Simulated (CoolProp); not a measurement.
Vapour-liquid equilibrium of R1234yf (1) + R134a (2) at 273.5 K; x and y are mole fractions of (1).

Values from CoolProp's multi-fluid Helmholtz-energy mixture model, Lemmon 2022 and Tillner-Roth 1994; pair parameters Bell 2022.

```tsv
x	bubble pressure (bar)	y at the bubble point	dew pressure at overall composition x (bar)	liquid density (mol/L)
0.05	3.017	0.064	3.006	12.53
0.125	3.083	0.152	3.063	12.31
0.2	3.138	0.233	3.117	12.09
0.275	3.184	0.308	3.164	11.89
0.35	3.220	0.380	3.206	11.70
0.425	3.248	0.449	3.239	11.51
0.5	3.268	0.516	3.263	11.33
0.575	3.280	0.583	3.279	11.16
0.65	3.284	0.651	3.284	10.99
0.725	3.281	0.719	3.280	10.83
0.8	3.270	0.790	3.267	10.68
0.875	3.250	0.865	3.247	10.53
0.95	3.221	0.944	3.219	10.39
```

y crosses x between x = 0.65 and 0.725: the model has an azeotrope there.

The pair parameters rest on a limited set of measurements; away from them the model extrapolates.
